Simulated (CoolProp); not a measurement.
Vapour-liquid equilibrium of benzene (1) + ethylbenzene (2) at 771 kPa; x and y are mole fractions of (1).

Computed with CoolProp (multi-fluid Helmholtz-energy mixture model, Thol 2012 and Zhou 2012; pair parameters Bell 2016).

Q: Give the bubble temperature and the first vapour's composition at x = 0.65, 0.8, 0.95. Is there an azeotrope?

A: x = 0.65: 183.1 °C, y = 0.846; x = 0.8: 174.3 °C, y = 0.928; x = 0.95: 166.6 °C, y = 0.985. No azeotrope shows between x = 0.05 and 0.95.

The pair parameters rest on a limited set of measurements; away from them the model extrapolates.
